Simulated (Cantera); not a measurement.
What does this Cantera script print?

```python
import numpy as np
import cantera as ct

gas_names = [...]  # 116 gases of nasa_gas.yaml made of C, H, Mg, O
cond_names = """
    C(gr) C6H6(L) C7H8(L) C8H18(L),n-octa H2O(s) H2O(L) Mg(cr) Mg(L) MgCO3(s) MgO(s) MgO(L) MgO2H2(s)
""".split()


# ... load() reads the species with a 1 bar reference pressure and builds the phases ...
atoms = {
    'MgO': {'Mg': 1, 'O': 1},
    'C': {'C': 1},
    'H2': {'H': 2},
}
top_T = {'C(gr)': 4500}  # K; cautious upper limits of use, not melting points


# ... equilibrate(T, P, feed) seeds the gas with the atoms and calls Mixture.equilibrate('TP', solver="vcs", rtol=1e-11, max_steps=5000) ...
results = []
feed = {'MgO': 1, 'C': 0.48, 'H2': 0.047}  # mol
T = 2425  # K
for P in [1, 16, 250, 4000, 63000, 1000000]:
    mix = equilibrate(T, P, feed)
    results.append((T, P, feed, dict(zip(mix.species_names, mix.species_moles))))

top = {s: max(r[3][s] / sum(r[3][g] for g in gas_names) for r in results) for s in gas_names}
cols = sorted((s for s in top if top[s] > 0.0001), key=lambda s: -top[s])[:9]
seen = [c for c in cond_names if any(r[3].get(c, 0) > 1e-12 for r in results)]
print("log10 of partial pressures in bar; condensed amounts in mol")
print(f"{'P/Pa':>10s}" + "".join(f"{s[:9]:>10s}" for s in cols + seen))
for T, P, feed, n in results:
    ng = sum(n[g] for g in gas_names)
    print(f"{P:10.4g}" + "".join(f"{np.log10(max(n[s] / ng * P / 1e5, 1e-99)):10.3f}" for s in cols)
          + "".join(f"{n.get(c, 0):10.4g}" for c in seen))
```

It prints:

```
log10 of partial pressures in bar; condensed amounts in mol
      P/Pa        Mg        CO         O       CO2         H        H2        O2       H2O        OH    MgO(s)
         1    -5.317    -5.640    -5.627    -7.651    -6.350    -9.206    -7.245   -10.440    -8.306         0
        16    -4.089    -4.448    -4.603    -5.435    -5.187    -6.879    -5.198    -7.089    -6.119         0
       250    -2.880    -3.147    -4.171    -3.702    -4.152    -4.810    -4.333    -4.588    -4.652    0.2934
      4000    -1.718    -1.738    -5.333    -3.455    -3.187    -2.879    -6.657    -3.819    -4.849    0.5053
   6.3e+04    -0.524    -0.524    -6.527    -3.435    -2.531    -1.567    -9.044    -3.701    -5.387    0.5189
     1e+06     0.674     0.679    -7.724    -3.429    -1.930    -0.365   -11.440    -3.697    -5.983      0.52
```

These are equilibrium values from Cantera (NASA tables, ideal gas, pure condensed phases), not measurements of a reactor. The tables' values for MgH are old estimates; treat these amounts as uncertain.
